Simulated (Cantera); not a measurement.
**Silicon oxide and oxynitride deposition: SiH2Cl2 + H2O + H2**

Feed: 1 mol SiH2Cl2, 17 mol H2O, 21 mol H2, equilibrated at 0.690 bar.

Equilibrium computed with Cantera from the NASA thermochemical tables; the gas is ideal and each condensed phase is pure. Candidate condensed phases: H2O, Si, SiO2; 30 gas species. The tables hold silica as quartz up to 1696 K and as liquid above; real silica turns to tridymite and cristobalite and melts near 1996 K. Gases not in the tables: Si(OH)4. The numbers say what is thermodynamically allowed, not how fast it happens.

```json
[
 {"T (K)": "948", "x H2": "0.575", "x H2O": "0.375", "x HCl": "0.0500", "x H": "4.79e-10", "x Cl": "3.97e-11", "x OH": "<1e-12", "x SiO": "<1e-12", "x SiO2": "<1e-12", "n SiO2(β-quartz)": "1.00", "n SiO2(condensed)": "0"},
 {"T (K)": "1048", "x H2": "0.575", "x H2O": "0.375", "x HCl": "0.0500", "x H": "7.05e-9", "x Cl": "5.60e-10", "x OH": "1.45e-11", "x SiO": "<1e-12", "x SiO2": "<1e-12", "n SiO2(β-quartz)": "1.00", "n SiO2(condensed)": "0"},
 {"T (K)": "1148", "x H2": "0.575", "x H2O": "0.375", "x HCl": "0.0500", "x H": "6.54e-8", "x Cl": "5.01e-9", "x OH": "2.55e-10", "x SiO": "<1e-12", "x SiO2": "<1e-12", "n SiO2(β-quartz)": "1.00", "n SiO2(condensed)": "0"},
 {"T (K)": "1248", "x H2": "0.575", "x H2O": "0.375", "x HCl": "0.0500", "x H": "4.26e-7", "x Cl": "3.17e-8", "x OH": "2.84e-9", "x SiO": "<1e-12", "x SiO2": "<1e-12", "n SiO2(β-quartz)": "1.00", "n SiO2(condensed)": "0"},
 {"T (K)": "1348", "x H2": "0.575", "x H2O": "0.375", "x HCl": "0.0500", "x H": "2.11e-6", "x Cl": "1.53e-7", "x OH": "2.22e-8", "x SiO": "2.82e-11", "x SiO2": "<1e-12", "n SiO2(β-quartz)": "1.00", "n SiO2(condensed)": "0"},
 {"T (K)": "1448", "x H2": "0.575", "x H2O": "0.375", "x HCl": "0.0500", "x H": "8.41e-6", "x Cl": "5.96e-7", "x OH": "1.31e-7", "x SiO": "8.01e-10", "x SiO2": "<1e-12", "n SiO2(β-quartz)": "1.00", "n SiO2(condensed)": "0"},
 {"T (K)": "1548", "x H2": "0.575", "x H2O": "0.375", "x HCl": "0.0500", "x H": "2.81e-5", "x Cl": "1.95e-6", "x OH": "6.12e-7", "x SiO": "1.46e-8", "x SiO2": "1.35e-11", "n SiO2(β-quartz)": "1.000", "n SiO2(condensed)": "0"},
 {"T (K)": "1648", "x H2": "0.575", "x H2O": "0.375", "x HCl": "0.0500", "x H": "8.13e-5", "x Cl": "5.54e-6", "x OH": "2.38e-6", "x SiO": "1.85e-7", "x SiO2": "2.17e-10", "n SiO2(β-quartz)": "1.000", "n SiO2(condensed)": "0"},
 {"T (K)": "1748", "x H2": "0.575", "x H2O": "0.375", "x HCl": "0.0500", "x H": "0.000209", "x Cl": "1.40e-5", "x OH": "7.94e-6", "x SiO": "1.71e-6", "x SiO2": "2.50e-9", "n SiO2(β-quartz)": "0", "n SiO2(condensed)": "1.000"}
]
```
x: gas mole fraction; n: condensed amount in mol.

From 948 K to 1648 K the condensed part is SiO2(β-quartz). At 1748 K the condensed part is SiO2(condensed).
